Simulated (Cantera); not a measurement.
A Cantera script and its output.

```python
import numpy as np
import cantera as ct

gas = ct.Solution("gri30.yaml", transport_model="mixture-averaged")
show = ['H', 'NO', 'OH']

rows = []
print(f"{'T/K':>7s}{'rho':>11s}{'cp':>10s}{'mu':>11s}{'lambda':>11s}{'Pr':>7s}" + "".join(f"{'D_' + s:>11s}" for s in show))
for T in [400, 550, 700, 850, 1000, 1150, 1300, 1450, 1600]:
    gas.TPX = T, 29, {'NH3': 0.22}
    Pr = gas.cp_mass * gas.viscosity / gas.thermal_conductivity
    D = [gas.mix_diff_coeffs_mole[gas.species_index(s)] for s in show]
    rows.append([gas.density, gas.cp_mass, gas.viscosity, gas.thermal_conductivity, Pr, *D])
    print(f"{T:7g}{gas.density:11.4e}{gas.cp_mass:10.1f}{gas.viscosity:11.4e}"
          f"{gas.thermal_conductivity:11.4e}{Pr:7.3f}" + "".join(f"{d:11.4e}" for d in D))
print("SI units: kg/m3, J/kg/K, Pa s, W/m/K, m2/s")
```

Output:

```
    T/K        rho        cp         mu     lambda     Pr        D_H       D_NO       D_OH
    400 1.4851e-04    2269.4 1.3919e-05 4.4299e-02  0.713 7.2277e-01 1.3187e-01 2.0752e-01
    550 1.0800e-04    2565.0 1.9185e-05 6.8606e-02  0.717 1.3108e+00 2.3679e-01 3.6908e-01
    700 8.4861e-05    2844.4 2.4262e-05 9.5771e-02  0.721 2.0293e+00 3.6424e-01 5.6436e-01
    850 6.9885e-05    3086.6 2.9080e-05 1.2455e-01  0.721 2.8641e+00 5.1184e-01 7.8997e-01
   1000 5.9402e-05    3319.2 3.3637e-05 1.5410e-01  0.725 3.8051e+00 6.7796e-01 1.0435e+00
   1150 5.1654e-05    3518.2 3.7947e-05 1.8387e-01  0.726 4.8449e+00 8.6134e-01 1.3233e+00
   1300 4.5694e-05    3695.1 4.2034e-05 2.1349e-01  0.728 5.9778e+00 1.0610e+00 1.6278e+00
   1450 4.0967e-05    3851.7 4.5922e-05 2.4272e-01  0.729 7.1992e+00 1.2763e+00 1.9560e+00
   1600 3.7126e-05    3989.7 4.9632e-05 2.7137e-01  0.730 8.5054e+00 1.5064e+00 2.3070e+00
SI units: kg/m3, J/kg/K, Pa s, W/m/K, m2/s
```

Cantera simulation using GRI-Mech 3.0 (53 species, 325 reactions); the numbers are that mechanism's predictions, not measurements. Polar gases are described roughly by these parameters. The composition is frozen, though it would react at the higher temperatures.
